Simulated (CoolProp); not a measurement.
Vapour-liquid equilibrium of n-heptane (1) + n-dodecane (2) at 49.65 °C; x and y are mole fractions of (1).

Computed with CoolProp (multi-fluid Helmholtz-energy mixture model, Span 2003 and Lemmon 2004; pair parameters Bell 2016).

Problem. Give the bubble pressure and the first vapour's composition at x = 0.35, 0.65, 0.8. Is there an azeotrope?

Solution. x = 0.35: 6.875 kPa, y = 0.989; x = 0.65: 12.44 kPa, y = 0.997; x = 0.8: 15.04 kPa, y = 0.998. No azeotrope shows between x = 0.05 and 0.95.

Pair parameters are fitted to limited data, so mixtures are less certain than the pure fluids. The gap from Raoult's law changes sign with composition, which may be real or a fault of the pair parameters; it wasn't checked against measurements.
